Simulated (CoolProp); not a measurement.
Properties of sulfur hexafluoride along the isotherm -36.85 °C (Tc = 45.6 °C, pc = 37.55 bar, ω = 0.210).

The numbers come from the reference Helmholtz-energy equation of state, Guder 2009 in CoolProp.

| p (bar) | phase | expansivity (1/kK) | conductivity (mW/(m K)) | Prandtl number | fugacity coefficient |
|---|---|---|---|---|---|
| 0.0594 | gas | 4.251 | 8.50 | 0.804 | 0.9986 |
| 0.0924 | gas | 4.262 | 8.50 | 0.804 | 0.9978 |
| 0.144 | gas | 4.278 | 8.50 | 0.805 | 0.9966 |
| 0.224 | gas | 4.305 | 8.50 | 0.806 | 0.9948 |
| 0.349 | gas | 4.346 | 8.49 | 0.807 | 0.9918 |
| 0.543 | gas | 4.413 | 8.49 | 0.810 | 0.9873 |
| 0.846 | gas | 4.522 | 8.49 | 0.815 | 0.9802 |
| 1.32 | gas | 4.704 | 8.49 | 0.823 | 0.9691 |
| 2.05 | gas | 5.019 | 8.49 | 0.839 | 0.9519 |
| 3.19 | gas | 5.614 | ___ | 0.871 | 0.9250 |
| 4.97 | liquid | ___ | ___ | 4.08 | 0.7063 |
| 7.74 | liquid | 2.969 | 73.3 | 4.08 | 0.4588 |
| 12.1 | liquid | 2.934 | 73.6 | 4.09 | 0.2989 |
| 18.8 | liquid | 2.883 | 74.0 | 4.10 | 0.1978 |

**Question.** Some entries are withheld; supply them.

**Answer.** 
- 3.19, conductivity (mW/(m K)): 8.52
- 4.97, expansivity (1/kK): 2.992
- 4.97, conductivity (mW/(m K)): 73.1

Viscosity comes from a separate model (Quiñones-Cisneros 2012). Thermal conductivity comes from a separate model (Assael 2012).
